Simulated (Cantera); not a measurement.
**Premixed flame**

A freely propagating, adiabatic, planar premixed flame of CH4 : O2 : N2 = 1 : 1.54 : 5.08 (molar parts), unburnt at 350 K and 6.61 atm; multicomponent+Soret transport, grid criteria slope 0.08 and curve 0.16, no radiation.

Detailed kinetics in Cantera: GRI-Mech 3.0 (53 species, 325 reactions). Burning velocities carry a grid error of a few per cent, more on coarse grids.

```
z (mm)   T (K)  u (m/s)     x CH4      x O2   x H2O2    x N2O    x C2H4    x C2H6
-------  -----  -------  --------  --------  -------  -------  --------  --------
-0.451     350    0.180     0.131     0.202  1.30e-8    <1e-8   1.97e-8     <1e-8
-0.301     354    0.183     0.130     0.201  3.71e-7    <1e-8   9.84e-7   5.47e-7
-0.225     376    0.194     0.127     0.200  2.38e-6    <1e-8   8.75e-6   5.46e-6
-0.150     530    0.276     0.115     0.189  1.76e-5    <1e-8  0.000115   8.64e-5
-0.0751   1110    0.591    0.0749     0.133  5.11e-5  3.99e-8  0.000898  0.000781
-0.0376   1559    0.841    0.0409    0.0809  1.01e-5  7.92e-8   0.00166   0.00114
0         1960     1.07    0.0111    0.0297  2.99e-6  9.55e-8  0.000958  0.000199
0.0376    2135     1.17   0.00184   0.00691  6.63e-7  5.83e-8   8.41e-5   5.97e-6
0.0751    2183     1.19  0.000411   0.00154  1.65e-7  3.58e-8   5.22e-6   2.85e-7
0.150     2204     1.20   5.61e-5  0.000139  3.42e-8  2.20e-8   1.26e-7     <1e-8
0.301     2213     1.21   6.16e-6   1.87e-5  1.28e-8  1.49e-8     <1e-8     <1e-8
0.601     2218     1.21   5.41e-7   7.77e-6    <1e-8  1.12e-8     <1e-8     <1e-8
1.20      2220     1.21   2.07e-8   5.25e-6    <1e-8    <1e-8     <1e-8     <1e-8
```
x: mole fraction of selected species; z is measured from the peak of heat release.

```
Property                      Value
------------------------  ---------
laminar burning velocity  18.0 cm/s
thermal thickness          0.150 mm
peak x(H2O2)                5.18e-5
peak x(C2H4)                0.00173
peak x(C2H6)                0.00117
grid points                     136
```
